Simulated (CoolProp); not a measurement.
Computed with CoolProp (reference Helmholtz-energy equation of state, Wu 2012).

Question: For fluoroethane (R161), give the phase and the Z, cp (kJ/(kg K)), speed of sound (m/s), isothermal compressibility (1/MPa) at 306.1 K and 6.47 bar; 344.2 K and 6.47 bar.

Answer: 
- 306.1 K and 6.47 bar: gas; Z 0.902, cp 1.42, speed of sound 230, isothermal compressibility 1.73
- 344.2 K and 6.47 bar: gas; Z 0.936, cp 1.48, speed of sound 249, isothermal compressibility 1.66
